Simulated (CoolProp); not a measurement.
Model: reference Helmholtz-energy equation of state, McLinden 2015, in CoolProp.

Task: For the fluoroketone C6F12O (FK-5-1-12), give the phase and the density (kg/m³), Joule-Thomson coefficient (K/MPa), expansivity (1/kK), fugacity coefficient at 385.3 K and 1.13 MPa; 447.9 K and 1.13 MPa.

Result: 
- 385.3 K and 1.13 MPa: liquid; density 1300, Joule-Thomson coefficient 0.259, expansivity 3.65, fugacity coefficient 0.450
- 447.9 K and 1.13 MPa: gas; density 125, Joule-Thomson coefficient 11.5, expansivity 5.80, fugacity coefficient 0.807
